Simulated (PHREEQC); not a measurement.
A PHREEQC input (ion-association model, wateq4f.dat):

```
SOLUTION 1
  temp 25
  units mg/L
  pH 5.82
  pe 10.4
  Na 0.0925
  K 0.0013 charge
  Ca 0.0924
  Mg 0.0776
  Cl 0.178
  S(6) 5.42e-05 as SO4
  Alkalinity 0.588 as HCO3
  Li 3.34e-05
  Pb 0.0204
  Si 0.00356 as SiO2
  B 0.000975
  O(0) 7.7e-05
  Ni 0.0113
END
USE solution 1
EQUILIBRIUM_PHASES 1
  Gypsum 0 0
  Chalcedony 0 0
  CO2(g) -3.4 10
END
```

It stops with these messages:

```
WARNING: Maximum iterations exceeded, 100
WARNING: Maximum iterations exceeded, 100
WARNING: The program has failed to converge to a numerical solution.
ERROR:           Alkalinity has not converged. Total: 9.636337e-06	Calculated: 1.058281e-05	Residual: -9.464717e-07
ERROR: Is non-carbonate alkalinity greater than total alkalinity?
ERROR: Model failed to converge for initial solution  1.
```

### Question
Why does the run stop?

### Answer
The fault: charge balance asked on the minor ion K. The line should read `K 0.0013` where the input has `K 0.0013 charge`. With the mend the run ends at pH 6.23 and ionic strength 2.15e-5 mol/kgw.
